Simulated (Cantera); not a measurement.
A perfectly stirred reactor is fed with H₂ : O₂ = 0.0051 : 1 (molar parts), at 10.00 Torr; it is held at 1450 K, and followed from long to short residence time.

Detailed kinetics in Cantera: GRI-Mech 3.0 (53 species, 325 reactions). Radical loss at walls, strong at low pressure, is not modelled.

What does this change do: temperature 1450 to 1375 K?


```csv
quantity,before,after
x(H₂) at τ = 6.50 s,4.82e-6,5.43e-6
x(O₂) at τ = 6.50 s,0.994,0.994
x(OH) at τ = 6.50 s,0.000386,0.000303
x(H₂O₂) at τ = 6.50 s,1.83e-9,2.69e-9
x(H) at τ = 6.50 s,8.57e-6,7.68e-6
x(H₂) at τ = 0.150 s,4.36e-5,5.34e-5
x(O₂) at τ = 0.150 s,0.991,0.991
x(OH) at τ = 0.150 s,0.000746,0.000641
x(H₂O₂) at τ = 0.150 s,3.71e-9,5.57e-9
x(H) at τ = 0.150 s,5.94e-5,6.65e-5
```

What does this change do: pressure from 10.00 Torr to 20.0 Torr?


```json
[
 {"quantity": "x(H₂) at τ = 6.50 s", "before": "4.82e-6", "after": "3.18e-6"},
 {"quantity": "x(O₂) at τ = 6.50 s", "before": "0.994", "after": "0.994"},
 {"quantity": "x(OH) at τ = 6.50 s", "before": "0.000386", "after": "0.000258"},
 {"quantity": "x(H₂O₂) at τ = 6.50 s", "before": "1.83e-9", "after": "2.18e-9"},
 {"quantity": "x(H) at τ = 6.50 s", "before": "8.57e-6", "after": "2.54e-6"},
 {"quantity": "x(H₂) at τ = 0.150 s", "before": "4.36e-5", "after": "2.85e-5"},
 {"quantity": "x(O₂) at τ = 0.150 s", "before": "0.991", "after": "0.992"},
 {"quantity": "x(OH) at τ = 0.150 s", "before": "0.000746", "after": "0.000647"},
 {"quantity": "x(H₂O₂) at τ = 0.150 s", "before": "3.71e-9", "after": "6.35e-9"},
 {"quantity": "x(H) at τ = 0.150 s", "before": "5.94e-5", "after": "3.96e-5"}
]
```
